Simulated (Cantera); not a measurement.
A closed system holds: 1 mol PbS, 56 mol H2, held at 475 °C and 78.0 Pa.

Cantera equilibrium calculation (NASA polynomials, part measured and part estimated; ideal gas, pure solids and liquids). Candidate condensed phases: Pb, PbS, S; 10 gas species. The numbers say what is thermodynamically allowed, not how fast it happens.

Base state: H2 0.999, H2S 0.000834, PbS 1.44e-5, Pb 1.13e-5 (mole fractions); condensed: Pb(l) + PbS(s).

What changes in the equilibrium state with this change: temperature from 475 °C to 1200 °C?


```csv
species,before,after
H2,0.999,0.973
Pb,1.13e-5,0.0123
H2S,0.000834,0.00593
PbS,1.44e-5,0.00520
S2,<1e-9,0.00277
SH,<1e-9,0.000755
H,<1e-9,0.000448
S,<1e-9,5.59e-5
"Pb(l), mol",0.0461,0
"PbS(s), mol",0.952,0
```
